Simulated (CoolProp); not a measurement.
The fluid at 245.6 K and 12.5 MPa (liquid) is heated at constant pressure to 325.2 K. The same conditions are run with several fluids, on thermodynamics alone (safety and materials aside).

Computed with CoolProp (reference Helmholtz-energy equation of state of each fluid (C2F6 (R116): Lemmon 2006; trans-2-butene: Lemmon 2005; R1336mzz(Z): McLinden 2020; R22: Kamei 1995; isohexane: Lemmon 2006)).

Task: Rank C2F6 (R116), trans-2-butene, R1336mzz(Z), R22, isohexane by heat (kJ/kg), highest first.

Result: trans-2-butene (177), isohexane (171), R1336mzz(Z) (93.3), R22 (90.8), C2F6 (R116) (88.1)

```json
[
 {"fluid": "C2F6 (R116)", "final phase": "supercritical", "final density (kg/m³)": "1050"},
 {"fluid": "trans-2-butene", "final phase": "liquid", "final density (kg/m³)": "588"},
 {"fluid": "R1336mzz(Z)", "final phase": "liquid", "final density (kg/m³)": "1340"},
 {"fluid": "R22", "final phase": "liquid", "final density (kg/m³)": "1160"},
 {"fluid": "isohexane", "final phase": "liquid", "final density (kg/m³)": "639"}
]
```
